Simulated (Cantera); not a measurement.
## Stirred combustor or abatement burner

A perfectly stirred reactor is fed with H₂ : O₂ : N₂ = 1 : 0.5 : 1.88 (molar parts), at 750 Torr; it is adiabatic with a 425 K inlet, and is followed from long to short residence time, starting on the burning branch (τ in s: 0.038, 0.014, 0.0049, 0.0017, 0.00062, 0.00022, 7.9e-05, 2.8e-05, 1e-05, 3.6e-06).

Cantera simulation using the H2/O2 subset of GRI-Mech 3.0, which has no nitrogen chemistry; the numbers are that mechanism's predictions, not measurements.

```tsv
τ (s)	T (K)	x H₂	x O₂	x H	x HO₂	x H₂O	x OH
0.038	2436	0.0192	0.00737	0.00313	1.86e-6	0.316	0.00988
0.014	2415	0.0210	0.00814	0.00380	2.09e-6	0.313	0.0106
0.0049	2367	0.0248	0.00984	0.00557	2.65e-6	0.306	0.0121
0.0017	2277	0.0310	0.0128	0.00959	3.93e-6	0.295	0.0143
0.00062	2148	0.0381	0.0167	0.0168	6.41e-6	0.280	0.0160
0.00022	1974	0.0450	0.0217	0.0285	1.09e-5	0.262	0.0162
7.9e-5	1771	0.0509	0.0277	0.0442	1.80e-5	0.244	0.0142
2.8e-5	1542	0.0616	0.0375	0.0600	3.16e-5	0.221	0.0102
1.0e-5	425	0.296	0.148	<1e-12	<1e-12	<1e-12	<1e-12
3.6e-6	425	0.296	0.148	<1e-12	<1e-12	<1e-12	<1e-12
```
x: mole fraction; the columns are a selection and need not sum to one.
